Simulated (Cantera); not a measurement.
Feed: 1 mol SiH4, 0.04 mol CH4, 1800 mol H2, at 950 K and 0.140 bar.

Method: chemical equilibrium by Gibbs-energy minimisation in Cantera with the NASA 1993 tables (ideal gas, pure condensed phases). Candidate condensed phases: C, C6H6, C7H8, C8H18, Si, SiC; 87 gas species. The numbers say what is thermodynamically allowed, not how fast it happens.

Base state: H2 1.000 (mole fractions); condensed: Si(s) + SiC(s).

Question: What changes in the equilibrium state with this change: pressure from 0.140 bar to 0.940 bar?

Answer: 
```json
[
 {"species": "H2", "before": "1.000", "after": "1.000"},
 {"species": "CH4", "before": "5.76e-6", "after": "2.22e-5"},
 {"species": "Si(s), mol", "before": "0.970", "after": "0.999"},
 {"species": "SiC(s), mol", "before": "0.0296", "after": "0"}
]
```
